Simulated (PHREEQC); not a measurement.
A solution holds 0.16 mol HCl, 0.044 mol NiSO4 and 0.45 mol Na2SO4 per kg of water, at 20 °C. Closed to the air; pH follows from the charge balance.

The numbers come from PHREEQC with the ion-association model, wateq4f.dat.

```csv
quantity,before,after
pH,1.56,2.94
ionic strength (mol/kgw),1.06,0.0156
SO4-2 (mol/kgw),0.211,0.00441
HSO4- (mol/kgw),0.123,0.000311
NiSO4 (mol/kgw),0.0276,0.000103
Ni+2 (mol/kgw),0.0142,0.000336
SI of Morenosite (NiSO4:7H2O),-1.40,-3.86
SI of Ni(OH)2 (Ni(OH)2),-9.54,-8.24
```

Question: Name the change that produced these shifts.
A) Na2SO4 left out
B) NiSO4 from 0.044 to 0.0484 mol/kgw
C) HCl from 0.16 to 1.6 mol/kgw
D) HCl from 0.16 to 0.32 mol/kgw
E) diluted 100-fold with water

Answer: E, diluted 100-fold with water

No solid was allowed to form. The ionic strength passes 0.7 mol/kgw, the rough limit of the ion-association models, in before.
